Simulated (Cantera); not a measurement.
Feed: 1 mol V, 3.9 mol O₂, held at 2773.15 K and 0.133 bar.

Method: chemical equilibrium by Gibbs-energy minimisation in Cantera with the NASA 1993 tables (ideal gas, pure condensed phases). Candidate condensed phases: V, VO, V₂O₃, V₂O₄, V₂O₅; 6 gas species. Rates play no part.

Question: What is the equilibrium state?

Answer: 
| Item | Result |
|---|---|
| x(O₂) | 0.650 |
| x(VO₂) | 0.242 |
| x(O) | 0.108 |
| x(VO) | 0.000411 |
| gas amount | 4.123 mol |
| log10 activity of V₂O₅(l) (absent) | -3.55 |
| log10 activity of V(l) (absent) | -5.61 |
